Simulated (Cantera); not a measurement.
Cantera with NASA thermochemical tables; ideal gases at 1 bar, condensed phases pure. Values are per mole of reaction as written; species without (g) are pure solids or liquids, kept so even where they would boil at 1 bar.

Task: Between 300 and 2448 K, where is each reaction favourable under standard conditions?
- ZrO2 + 2 N(g) = 2 NO(g) + Zr

Result: 
- ZrO2 + 2 N(g) = 2 NO(g) + Zr: ΔG° is 304 kJ at 300 K and 135 kJ at 2448 K; it stays positive (K < 1). ΔH° is 323 kJ and ΔS° 77 J/K at 2448 K.
